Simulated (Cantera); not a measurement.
Charge: 1 mol CCl4, 0.054 mol HCl, 0.015 mol F2, held at 1075 K and 10.0 mbar.

Method: chemical equilibrium by Gibbs-energy minimisation in Cantera with the NASA 1993 tables (ideal gas, pure condensed phases). Candidate condensed phases: C, C6H6, C7H8, C8H18; 118 gas species. Gases not in the tables: C2F6 and larger saturated fluorocarbons. The numbers say what is thermodynamically allowed, not how fast it happens.

Base state: Cl2 0.960, HCl 0.0230, Cl 0.0108, HF 0.00305, CF4 0.00235, CClF3 0.000560, CCl2F2 0.000156, CCl3F 4.06e-5 (mole fractions); condensed: C(graphite).

**Question.** What changes in the equilibrium state with this change: temperature from 1075 K to 1048.15 K?

**Answer.** 
| species | before | after |
|---|---|---|
| Cl2 | 0.960 | 0.963 |
| HCl | 0.0230 | 0.0234 |
| Cl | 0.0108 | 0.00758 |
| CCl4 | 2.99e-5 | 3.88e-5 |
| CCl3F | 4.06e-5 | 4.69e-5 |
| HF | 0.00305 | 0.00268 |
| CCl2F2 | 0.000156 | 0.000170 |
| C(graphite), mol | 0.994 | 0.993 |
